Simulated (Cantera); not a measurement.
A freely propagating, adiabatic, planar premixed flame of H₂ : O₂ : N₂ : H₂O = 1 : 0.909 : 4.36 : 0.86 (molar parts), unburnt at 450 K and 100.0 Torr; mixture-averaged transport, grid criteria slope 0.08 and curve 0.16, no radiation.

Cantera simulation using the H2/O2 subset of GRI-Mech 3.0, which has no nitrogen chemistry; the numbers are that mechanism's predictions, not measurements. Burning velocities carry a grid error of a few per cent, more on coarse grids. Lean hydrogen flames are cellular in practice and burn faster than this planar one.

What does this change do: inlet temperature 450 to 425 K?


```csv
quantity,before,after
laminar burning velocity,88.4 cm/s,72.0 cm/s
thermal thickness,5.13 mm,5.13 mm
peak x(HO₂),0.000100,0.000101
peak x(H),0.00817,0.00695
peak x(O),0.00328,0.00290
```

What does this change do: O2 0.909 to 1.1 parts?


```tsv
quantity	before	after
laminar burning velocity	88.4 cm/s	80.8 cm/s
thermal thickness	5.13 mm	4.87 mm
peak x(HO₂)	0.000100	0.000108
peak x(H)	0.00817	0.00631
peak x(O)	0.00328	0.00335
```
